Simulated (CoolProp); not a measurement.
Values from CoolProp's reference Helmholtz-energy equation of state, Gedanitz 2015.

Q: For cyclopentane, give the phase and the density (kg/m³), isothermal compressibility (1/MPa), Prandtl number at 311.3 K and 0.821 MPa; 349.3 K and 0.821 MPa.

A: 
- 311.3 K and 0.821 MPa: liquid; density 728, isothermal compressibility 0.00149, Prandtl number 4.26
- 349.3 K and 0.821 MPa: liquid; density 688, isothermal compressibility 0.00224, Prandtl number 3.88

Viscosity comes from a separate model (Chung 1988), a generic estimate that can be far off for the liquid and wasn't checked against measurements. Thermal conductivity comes from a separate model (Vassiliou 2015).
